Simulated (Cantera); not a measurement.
An isothermal, constant-pressure homogeneous reactor starts with C₂H₆ : N₂ = 1 : 45 (molar parts), at 1100 K and 57.0 Torr. Integrator tolerance rtol = 1e-08.

Cantera simulation using GRI-Mech 3.0 (53 species, 325 reactions); the numbers are that mechanism's predictions, not measurements. GRI-Mech 3.0 stops at C3 and has no aromatics, soot or wall deposition, so with more carbon than oxygen in the feed, carbon stays in small species such as C2H2 where larger ones or solid carbon would form.

Task: What does this change do: temperature 1100 to 1400 K?

Result: 
```json
[
 {"quantity": "x(C₂H₆) at 60.0 s", "before": "9.38e-6 (gas-phase equilibrium 9.44e-7)", "after": "3.23e-7 (gas-phase equilibrium 8.30e-10)"},
 {"quantity": "x(H₂) at 60.0 s", "before": "0.0318 (gas-phase equilibrium 0.0288)", "after": "0.0365 (gas-phase equilibrium 0.0415)"},
 {"quantity": "x(C₂H₄) at 60.0 s", "before": "0.00714 (gas-phase equilibrium 0.000770)", "after": "4.72e-5 (gas-phase equilibrium 1.35e-5)"},
 {"quantity": "x(C₂H₂) at 60.0 s", "before": "0.0128 (gas-phase equilibrium 0.00531)", "after": "0.0191 (gas-phase equilibrium 0.00519)"},
 {"quantity": "x(HCN) at 60.0 s", "before": "3.78e-11 (gas-phase equilibrium 0.0216)", "after": "2.44e-7 (gas-phase equilibrium 0.0311)"},
 {"quantity": "x(H) at 60.0 s", "before": "1.10e-7 (gas-phase equilibrium 1.60e-8)", "after": "2.68e-6 (gas-phase equilibrium 3.62e-6)"},
 {"quantity": "x(CH₃) at 60.0 s", "before": "1.30e-7 (gas-phase equilibrium 8.46e-8)", "after": "5.13e-6 (gas-phase equilibrium 2.17e-7)"}
]
```
